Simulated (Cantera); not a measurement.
An isothermal, constant-pressure homogeneous reactor starts with C2H6 : N2 = 1 : 24 (molar parts), at 1623 K and 101000 Pa. Integrator tolerance rtol = 1e-08.

Detailed kinetics in Cantera: GRI-Mech 3.0 (53 species, 325 reactions). GRI-Mech 3.0 stops at C3 and has no aromatics, soot or wall deposition, so with more carbon than oxygen in the feed, carbon stays in small species such as C2H2 where larger ones or solid carbon would form.

What does this change do: temperature 1623 to 2000 K?


```json
[
 {"quantity": "x(C2H6) at 100 s", "before": "6.45e-8 (gas-phase equilibrium 1.92e-8)", "after": "5.95e-10 (gas-phase equilibrium 1.55e-10)"},
 {"quantity": "x(CH2) at 100 s", "before": "1.20e-9 (gas-phase equilibrium 6.52e-10)", "after": "4.98e-8 (gas-phase equilibrium 2.56e-8)"},
 {"quantity": "x(C2H) at 100 s", "before": "3.54e-8 (gas-phase equilibrium 1.03e-8)", "after": "3.71e-6 (gas-phase equilibrium 9.17e-7)"},
 {"quantity": "x(C2H2) at 100 s", "before": "0.0364 (gas-phase equilibrium 0.0106)", "after": "0.0332 (gas-phase equilibrium 0.00819)"},
 {"quantity": "x(C2H4) at 100 s", "before": "0.000242 (gas-phase equilibrium 7.12e-5)", "after": "1.66e-5 (gas-phase equilibrium 4.10e-6)"},
 {"quantity": "x(H) at 100 s", "before": "1.86e-5 (gas-phase equilibrium 1.87e-5)", "after": "0.000442 (gas-phase equilibrium 0.000442)"},
 {"quantity": "x(CH3) at 100 s", "before": "4.89e-6 (gas-phase equilibrium 2.67e-6)", "after": "6.42e-6 (gas-phase equilibrium 3.30e-6)"}
]
```
